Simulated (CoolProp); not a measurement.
Vapour-liquid equilibrium of ethane (1) + hydrogen chloride (2) at 0.486 MPa; x and y are mole fractions of (1).

Computed with CoolProp (multi-fluid Helmholtz-energy mixture model, Bücker 2006 and Thol 2018; pair parameters Bell 2016).

| x | bubble temperature, mixture model (K) | bubble temperature, Raoult's law (K) | y, mixture model | y, Raoult's law |
|---|---|---|---|---|
| 0.05 | 217.8 | 221.0 | ___ | 0.053 |
| 0.15 | 214.3 | 220.9 | ___ | 0.157 |
| 0.25 | 212.7 | 220.8 | ___ | 0.260 |
| 0.35 | 212.0 | 220.6 | 0.449 | 0.363 |
| 0.45 | 211.7 | 220.5 | 0.487 | 0.464 |
| 0.55 | 211.7 | 220.3 | 0.524 | 0.564 |
| 0.65 | 212.0 | 220.2 | ___ | 0.663 |
| 0.75 | 212.8 | 220.0 | ___ | 0.761 |
| 0.85 | 214.3 | 219.9 | ___ | 0.857 |
| 0.95 | ___ | 219.7 | 0.881 | 0.953 |

Question: What belongs in the gaps?

Answer: 
- 0.05, y, mixture model: 0.156
- 0.15, y, mixture model: 0.321
- 0.25, y, mixture model: 0.401
- 0.65, y, mixture model: 0.569
- 0.75, y, mixture model: 0.631
- 0.85, y, mixture model: 0.725
- 0.95, bubble temperature, mixture model (K): 217.3

The largest gap from Raoult's law is -8.8 K in bubble temperature, at x = 0.45. y crosses x between x = 0.45 and 0.55: the model has an azeotrope there.

The pair parameters rest on a limited set of measurements; away from them the model extrapolates.
